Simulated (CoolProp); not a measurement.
Saturation properties of water.

The numbers come from the reference Helmholtz-energy equation of state, Wagner 2002 in CoolProp.

```json
[
 {"T (°C)": "166.95", "p (bar)": "7.355", "liquid density (kg/m³)": "900.5", "enthalpy of vaporisation (kJ/kg)": "2059", "vapour Z": "0.9425", "surface tension (mN/m)": "44.9", "vapour viscosity (µPa s)": "14.5"},
 {"T (°C)": "185.25", "p (bar)": "11.30", "liquid density (kg/m³)": "881.3", "enthalpy of vaporisation (kJ/kg)": "1995", "vapour Z": "0.9237", "surface tension (mN/m)": "40.9", "vapour viscosity (µPa s)": "15.2"},
 {"T (°C)": "203.65", "p (bar)": "16.77", "liquid density (kg/m³)": "860.4", "enthalpy of vaporisation (kJ/kg)": "1925", "vapour Z": "0.9010", "surface tension (mN/m)": "36.7", "vapour viscosity (µPa s)": "15.8"},
 {"T (°C)": "222.05", "p (bar)": "24.12", "liquid density (kg/m³)": "837.6", "enthalpy of vaporisation (kJ/kg)": "1848", "vapour Z": "0.8742", "surface tension (mN/m)": "32.4", "vapour viscosity (µPa s)": "16.4"},
 {"T (°C)": "240.45", "p (bar)": "33.73", "liquid density (kg/m³)": "812.7", "enthalpy of vaporisation (kJ/kg)": "1763", "vapour Z": "0.8429", "surface tension (mN/m)": "28.1", "vapour viscosity (µPa s)": "17.1"},
 {"T (°C)": "258.85", "p (bar)": "46.05", "liquid density (kg/m³)": "785.4", "enthalpy of vaporisation (kJ/kg)": "1668", "vapour Z": "0.8067", "surface tension (mN/m)": "23.8", "vapour viscosity (µPa s)": "17.8"},
 {"T (°C)": "277.15", "p (bar)": "61.45", "liquid density (kg/m³)": "755.3", "enthalpy of vaporisation (kJ/kg)": "1561", "vapour Z": "0.7649", "surface tension (mN/m)": "19.5", "vapour viscosity (µPa s)": "18.5"},
 {"T (°C)": "295.55", "p (bar)": "80.62", "liquid density (kg/m³)": "721.1", "enthalpy of vaporisation (kJ/kg)": "1437", "vapour Z": "0.7162", "surface tension (mN/m)": "15.2", "vapour viscosity (µPa s)": "19.4"},
 {"T (°C)": "313.95", "p (bar)": "104.1", "liquid density (kg/m³)": "681.6", "enthalpy of vaporisation (kJ/kg)": "1292", "vapour Z": "0.6589", "surface tension (mN/m)": "11.1", "vapour viscosity (µPa s)": "20.4"},
 {"T (°C)": "332.35", "p (bar)": "132.5", "liquid density (kg/m³)": "634.1", "enthalpy of vaporisation (kJ/kg)": "1115", "vapour Z": "0.5898", "surface tension (mN/m)": "7.15", "vapour viscosity (µPa s)": "21.7"},
 {"T (°C)": "350.65", "p (bar)": "166.6", "liquid density (kg/m³)": "572.1", "enthalpy of vaporisation (kJ/kg)": "883.0", "vapour Z": "0.5023", "surface tension (mN/m)": "3.53", "vapour viscosity (µPa s)": "23.8"}
]
```

It boils at 100.0 °C under 1 atm.

Viscosity comes from a separate model (Huber 2009). Surface tension comes from a separate correlation (Mulero 2012).
